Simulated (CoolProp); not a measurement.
CH2F2 (R32) at several states: density (kg/m³) from the reference equation and from simpler models built on Tc = 351.3 K, pc = 5.783 MPa, ω = 0.277; each cubic takes its own stable root.

Computed with CoolProp (reference Helmholtz-energy equation of state, Tillner-Roth 1997).

| T (K) | p (MPa) | phase | reference | van der Waals | Peng-Robinson |
|---|---|---|---|---|---|
| 364.5 | 0.165 | gas | 2.860 | 2.855 | 2.860 |
| 359.1 | 2.49 | gas | 52.19 | 50.23 | 51.96 |
| 392.4 | 0.595 | gas | 9.752 | 9.718 | 9.755 |
| 361.1 | 1.46 | gas | 27.89 | 27.34 | 27.84 |
